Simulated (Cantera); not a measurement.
Input: 1 mol C6H6, 0.32 mol CO2, 1.6 mol H2, held at 0.133 bar.

Cantera equilibrium calculation (NASA polynomials, part measured and part estimated; ideal gas, pure solids and liquids). Candidate condensed phases: C, C6H6, C7H8, C8H18, H2O; 110 gas species. Kinetics and transport are ignored.

x: gas mole fraction; n: condensed amount in mol.

```tsv
T (°C)	x H2	x CO	x H	x C2H2 (acetylene)	n C(graphite)
1752	0.872	0.122	0.00492	…	5.67
1802	0.870	0.122	0.00681	…	5.67
1852	0.868	0.122	0.00926	…	5.66
1902	0.864	0.121	0.0124	…	5.66
1952	0.860	0.121	0.0164	…	5.65
2002	0.854	0.121	0.0215	…	5.65
2052	0.848	0.120	0.0277	…	5.64
2102	0.839	0.120	0.0354	…	5.62
2152	0.829	0.119	0.0446	…	5.61
```

Task: What belongs in the gaps?

Result: 
- 1752, x C2H2 (acetylene): 0.000789
- 1802, x C2H2 (acetylene): 0.00108
- 1852, x C2H2 (acetylene): 0.00145
- 1902, x C2H2 (acetylene): 0.00193
- 1952, x C2H2 (acetylene): 0.00252
- 2002, x C2H2 (acetylene): 0.00325
- 2052, x C2H2 (acetylene): 0.00414
- 2102, x C2H2 (acetylene): 0.00521
- 2152, x C2H2 (acetylene): 0.00648
